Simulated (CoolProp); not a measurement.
Vapour-liquid equilibrium of acetone (1) + ethanol (2) at 379.5 K; x and y are mole fractions of (1).

Model: multi-fluid Helmholtz-energy mixture model, Lemmon 2006 and Schroeder 2014; pair parameters Bell 2016, in CoolProp.

### Question
Give the bubble pressure and the first vapour's composition at x = 0.125, 0.2, 0.5. Is there an azeotrope?

### Answer
x = 0.125: 0.3252 MPa, y = 0.239; x = 0.2: 0.3475 MPa, y = 0.337; x = 0.5: 0.4059 MPa, y = 0.600. y crosses x between x = 0.875 and 0.95: the model has an azeotrope there.

Pair parameters are fitted to limited data, so mixtures are less certain than the pure fluids.
